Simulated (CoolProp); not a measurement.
R125 along the isobar 20.2 MPa: fugacity coefficient from the reference equation and from simpler models built on Tc = 339.2 K, pc = 3.618 MPa, ω = 0.305; each cubic takes its own stable root.

The numbers come from the reference Helmholtz-energy equation of state, Lemmon 2005 in CoolProp.

```
T (K)          phase  reference
-----  -------------  ---------
218.2         liquid   0.008014
233.5         liquid    0.01600
248.8         liquid    0.02864
264.1         liquid    0.04696
279.4         liquid    0.07160
294.6         liquid     0.1026
309.9         liquid     0.1401
325.2         liquid     0.1834
340.5  supercritical     0.2314
355.8  supercritical     0.2831
371.1  supercritical     0.3371
386.4  supercritical     0.3922
401.7  supercritical     0.4471
417    supercritical     0.5007
432.3  supercritical     0.5522
447.5  supercritical     0.6006
```

Q: How far does each simpler model (Redlich-Kwong, Soave-Redlich-Kwong, Peng-Robinson) lie from the reference over these 16 states: mean and median of the absolute difference, and the worst?

A: 
- Redlich-Kwong: mean 31.5 %, median 12.6 %, worst +126.2 % at 218.2 K and 20.2 MPa
- Soave-Redlich-Kwong: mean 9.6 %, median 9.9 %, worst +10.4 % at 371.1 K and 20.2 MPa
- Peng-Robinson: mean 1.4 %, median 1.3 %, worst -2.8 % at 248.8 K and 20.2 MPa
